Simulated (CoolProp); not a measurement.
n-perfluoropentane along the isotherm 500 K: fugacity coefficient from the reference equation and from simpler models built on Tc = 421.0 K, pc = 2.063 MPa, ω = 0.436; each cubic takes its own stable root.

Computed with CoolProp (reference Helmholtz-energy equation of state, Gao 2022).

```
p (MPa)          phase  reference
-------  -------------  ---------
0.43               gas     0.9632
0.86               gas     0.9273
1.29               gas     0.8922
1.72               gas     0.8580
2.15     supercritical     0.8250
2.58     supercritical     0.7930
3.01     supercritical     0.7624
3.44     supercritical     0.7332
3.87     supercritical     0.7055
4.3      supercritical     0.6795
4.73     supercritical     0.6552
5.16     supercritical     0.6328
```

**Question.** How far does each simpler model (van der Waals, Redlich-Kwong, Soave-Redlich-Kwong, Peng-Robinson) lie from the reference over these 12 states: mean and median of the absolute difference, and the worst?

**Answer.** 
- van der Waals: mean 4.8 %, median 4.3 %, worst -9.8 % at 500 K and 5.16 MPa
- Redlich-Kwong: mean 4.3 %, median 4.2 %, worst -8.0 % at 500 K and 5.16 MPa
- Soave-Redlich-Kwong: mean 1.7 %, median 1.6 %, worst +3.9 % at 500 K and 5.16 MPa
- Peng-Robinson: mean 1.9 %, median 2.1 %, worst -2.4 % at 500 K and 3.87 MPa
